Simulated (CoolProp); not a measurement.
Values from CoolProp's reference Helmholtz-energy equation of state, Rui 2013.

**Question.** For R236EA, give the phase and the isothermal compressibility (1/MPa), expansivity (1/kK), viscosity (µPa s) at 72.95 °C and 6 MPa; 86.15 °C and 6 MPa; 125.65 °C and 6 MPa.

**Answer.** 
- 72.95 °C and 6 MPa: liquid; isothermal compressibility 0.00526, expansivity 2.73, viscosity 236
- 86.15 °C and 6 MPa: liquid; isothermal compressibility 0.00685, expansivity 3.07, viscosity 202
- 125.65 °C and 6 MPa: liquid; isothermal compressibility 0.0201, expansivity 5.32, viscosity 122

Viscosity comes from a separate model (Huber 2003), an estimate that may be off by 10 % or more.
